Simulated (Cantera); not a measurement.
# Thermodynamics of fluorocarbon and chlorocarbon gases, feed C2F6 + H2

A closed system holds: 1 mol C2F6, 4.6 mol H2, at 0.133 bar.

Cantera equilibrium calculation (NASA polynomials, part measured and part estimated; ideal gas, pure solids and liquids). Candidate condensed phases: C, C6H6, C7H8, C8H18; 95 gas species. The feed counts by its element totals alone. The numbers say what is thermodynamically allowed, not how fast it happens.

| T (°C) | x HF | x H2 | x H | x C2H2 (acetylene) | x F | n C(graphite) |
|---|---|---|---|---|---|---|
| 1277 | 0.789 | 0.210 | 3.96e-5 | 3.38e-6 | 5.78e-9 | 2.00 |
| 1352 | 0.789 | 0.210 | 8.86e-5 | 7.48e-6 | 2.10e-8 | 2.00 |
| 1427 | 0.789 | 0.210 | 0.000185 | 1.54e-5 | 6.81e-8 | 2.00 |
| 1502 | 0.789 | 0.210 | 0.000363 | 2.99e-5 | 2.00e-7 | 2.00 |
| 1577 | 0.789 | 0.210 | 0.000676 | 5.49e-5 | 5.41e-7 | 2.00 |
| 1652 | 0.789 | 0.210 | 0.00120 | 9.60e-5 | 1.35e-6 | 2.00 |
| 1727 | 0.789 | 0.209 | 0.00204 | 0.000161 | 3.16e-6 | 2.00 |
| 1802 | 0.788 | 0.208 | 0.00333 | 0.000258 | 6.95e-6 | 2.00 |
| 1877 | 0.787 | 0.207 | 0.00525 | 0.000401 | 1.45e-5 | 1.99 |
| 1952 | 0.786 | 0.205 | 0.00803 | 0.000602 | 2.88e-5 | 1.99 |
| 2027 | 0.785 | 0.202 | 0.0119 | 0.000875 | 5.49e-5 | 1.99 |
| 2102 | 0.783 | 0.199 | 0.0172 | 0.00124 | 0.000101 | 1.98 |
| 2177 | 0.780 | 0.194 | 0.0242 | 0.00169 | 0.000178 | 1.97 |
x: gas mole fraction; n: condensed amount in mol.

From 1277 °C to 2177 °C the condensed part is C(graphite). The main C-bearing gas is CH4 at 1277 °C and C2H2 (acetylene) at 2177 °C.
